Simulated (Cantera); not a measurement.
What does this Cantera script print?

```python
import numpy as np
import cantera as ct

gas_names = """
    C CO CO2 C2 C2O C3 C3O2 C4 C5 Ca CaO Ca2 O O2 O3
""".split()
cond_names = """
    C(gr) Ca(a) Ca(b) Ca(L) CaCO3(caL) CaO(s) CaO(L)
""".split()


# ... load() reads the species with a 1 bar reference pressure and builds the phases ...
atoms = {
    'CaCO3': {'Ca': 1, 'C': 1, 'O': 3},
    'CO2': {'C': 1, 'O': 2},
    'O2': {'O': 2},
    'C': {'C': 1},
}
top_T = {'C(gr)': 4500}  # K; cautious upper limits of use, not melting points


# ... equilibrate(T, P, feed) seeds the gas with the atoms and calls Mixture.equilibrate('TP', solver="vcs", rtol=1e-11, max_steps=5000) ...
results = []
feed = {'CaCO3': 1, 'CO2': 0.51, 'O2': 0.081, 'C': 1.1}  # mol
P = 8000  # Pa
for T in [748, 798, 848, 898, 948, 998, 1048, 1098, 1148, 1198, 1248]:
    mix = equilibrate(T, P, feed)
    results.append((T, P, feed, dict(zip(mix.species_names, mix.species_moles))))
    x = sorted(zip(gas.X, gas.species_names), reverse=True)
    print(f"T = {T:g} K  P = {P:g} Pa  gas = {mix.phase_moles(0):.4g} mol")
    print("   x: " + "  ".join(f"{s} {v:.3e}" for v, s in x if v > 0.001))
    print("   condensed (mol): " + ("  ".join(f"{mix.phase(i).name} {mix.phase_moles(i):.4g}"
          for i in range(1, mix.n_phases) if mix.phase_moles(i) > 1e-12) or "none"))
```

It prints:

```
T = 748 K  P = 8000 Pa  gas = 0.6336 mol
   x: CO2 8.656e-01  CO 1.344e-01
   condensed (mol): C(gr) 0.9764  CaCO3(caL) 1
T = 798 K  P = 8000 Pa  gas = 0.6913 mol
   x: CO2 7.098e-01  CO 2.902e-01
   condensed (mol): C(gr) 0.9187  CaCO3(caL) 1
T = 848 K  P = 8000 Pa  gas = 0.7961 mol
   x: CO 5.153e-01  CO2 4.847e-01
   condensed (mol): C(gr) 0.8139  CaCO3(caL) 1
T = 898 K  P = 8000 Pa  gas = 0.9392 mol
   x: CO 7.415e-01  CO2 2.585e-01
   condensed (mol): C(gr) 0.6708  CaCO3(caL) 1
T = 948 K  P = 8000 Pa  gas = 2.61 mol
   x: CO 7.808e-01  CO2 2.192e-01
   condensed (mol): CaO(s) 1
T = 998 K  P = 8000 Pa  gas = 2.61 mol
   x: CO 7.808e-01  CO2 2.192e-01
   condensed (mol): CaO(s) 1
T = 1048 K  P = 8000 Pa  gas = 2.61 mol
   x: CO 7.808e-01  CO2 2.192e-01
   condensed (mol): CaO(s) 1
T = 1098 K  P = 8000 Pa  gas = 2.61 mol
   x: CO 7.808e-01  CO2 2.192e-01
   condensed (mol): CaO(s) 1
T = 1148 K  P = 8000 Pa  gas = 2.61 mol
   x: CO 7.808e-01  CO2 2.192e-01
   condensed (mol): CaO(s) 1
T = 1198 K  P = 8000 Pa  gas = 2.61 mol
   x: CO 7.808e-01  CO2 2.192e-01
   condensed (mol): CaO(s) 1
T = 1248 K  P = 8000 Pa  gas = 2.61 mol
   x: CO 7.808e-01  CO2 2.192e-01
   condensed (mol): CaO(s) 1
```

Equilibrium computed with Cantera from the NASA thermochemical tables; the gas is ideal and each condensed phase is pure.
